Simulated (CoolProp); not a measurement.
Model: reference Helmholtz-energy equation of state, Gao 2022, in CoolProp.

Problem. For n-perfluorohexane, give the phase and the cp (kJ/(kg K)), cv (kJ/(kg K)), Joule-Thomson coefficient (K/MPa) at 450 K and 0.551 bar; 450 K and 20.1 bar.

Solution. 
- 450 K and 0.551 bar: gas; cp 1.01, cv 0.983, Joule-Thomson coefficient 7.88
- 450 K and 20.1 bar: supercritical; cp 1.93, cv 1.06, Joule-Thomson coefficient 6.69
